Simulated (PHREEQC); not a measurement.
0.012 g of hydrous ferric oxide (600 m²/g; 0.2 weak and 0.005 strong sites per Fe, Dzombak-Morel constants, diffuse double layer) in 1 kg of water with 0.1 mol/kgw of an inert sodium salt and 2.8e-05 mol Na2SeO4 and 4.1e-06 mol Na2SO4, at 25 °C; the pH is set by adding NaOH or the inert anion's acid. Oxygen is held at 0.21 atm. CO2 from the air is kept out. Nothing may precipitate in this run.

The numbers come from PHREEQC with the ion-association model, wateq4f.dat.

Predict surface charge σ (C/m²), surface potential ψ (mV) at pH = 8.33, 9, 9.67, 11.


| pH | surface charge σ (C/m²) | surface potential ψ (mV) |
|---|---|---|
| 8.33 | -0.008 | -11 |
| 9 | -0.034 | -42 |
| 9.67 | -0.071 | -72 |
| 11 | -0.190 | -120 |

Species that the database lacks are ignored. The oxide is taken as insoluble; below pH 4 it would dissolve.
